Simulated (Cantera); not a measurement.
Input: 1 mol SiC, a varied amount of O2, 15 mol N2, at 1773 K and 3.00 bar.

Equilibrium computed with Cantera from the NASA thermochemical tables; the gas is ideal and each condensed phase is pure. Candidate condensed phases: C, Si, SiC, SiO2, Si2N2O, Si3N4; 34 gas species. Kinetics and transport are ignored.

Q: At 0.41 mol O2, list the 3 most abundant gas species with their mole fractions, and the condensed phases.

A: N2 0.978, CO 0.0216, SiO 2.66e-5. Condensed: C(graphite) + Si2N2O(s).
